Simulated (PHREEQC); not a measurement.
1.6 g of hydrous ferric oxide (600 m²/g; 0.2 weak and 0.005 strong sites per Fe, Dzombak-Morel constants, diffuse double layer) in 1 kg of water with 0.3 mol/kgw of an inert sodium salt and 5.3e-06 mol/kgw BaCl2, at 25 °C; the pH is set by adding NaOH or the inert anion's acid. Oxygen is held at 0.21 atm. No CO2 enters from the air. Precipitation was switched off in this run.

Base run: PHREEQC, ion-association model, wateq4f.dat. Each further column changes one thing. The table gives surface charge σ (C/m²).

```json
[
 {"pH": "4", "base": "0.349", "background salt from 0.3 to 0.03 mol/kgw": "0.273", "oxide from 1.6 to 8 g/kgw": "0.349", "0.00067 mol/kgw PbCl2 added": "0.350"},
 {"pH": "4.67", "base": "0.304", "background salt from 0.3 to 0.03 mol/kgw": "0.195", "oxide from 1.6 to 8 g/kgw": "0.304", "0.00067 mol/kgw PbCl2 added": "0.306"},
 {"pH": "6", "base": "0.154", "background salt from 0.3 to 0.03 mol/kgw": "0.075", "oxide from 1.6 to 8 g/kgw": "0.155", "0.00067 mol/kgw PbCl2 added": "0.174"},
 {"pH": "6.67", "base": "0.091", "background salt from 0.3 to 0.03 mol/kgw": "0.040", "oxide from 1.6 to 8 g/kgw": "0.092", "0.00067 mol/kgw PbCl2 added": "0.114"},
 {"pH": "7.33", "base": "0.044", "background salt from 0.3 to 0.03 mol/kgw": "0.018", "oxide from 1.6 to 8 g/kgw": "0.044", "0.00067 mol/kgw PbCl2 added": "0.066"},
 {"pH": "8.67", "base": "-0.031", "background salt from 0.3 to 0.03 mol/kgw": "-0.012", "oxide from 1.6 to 8 g/kgw": "-0.031", "0.00067 mol/kgw PbCl2 added": "-0.008"},
 {"pH": "9.33", "base": "-0.074", "background salt from 0.3 to 0.03 mol/kgw": "-0.031", "oxide from 1.6 to 8 g/kgw": "-0.074", "0.00067 mol/kgw PbCl2 added": "-0.046"},
 {"pH": "10", "base": "-0.131", "background salt from 0.3 to 0.03 mol/kgw": "-0.062", "oxide from 1.6 to 8 g/kgw": "-0.132", "0.00067 mol/kgw PbCl2 added": "-0.092"},
 {"pH": "11.33", "base": "-0.281", "background salt from 0.3 to 0.03 mol/kgw": "-0.173", "oxide from 1.6 to 8 g/kgw": "-0.282", "0.00067 mol/kgw PbCl2 added": "-0.195"},
 {"pH": "12", "base": "-0.338", "background salt from 0.3 to 0.03 mol/kgw": "-0.263", "oxide from 1.6 to 8 g/kgw": "-0.339", "0.00067 mol/kgw PbCl2 added": "-0.229"}
]
```
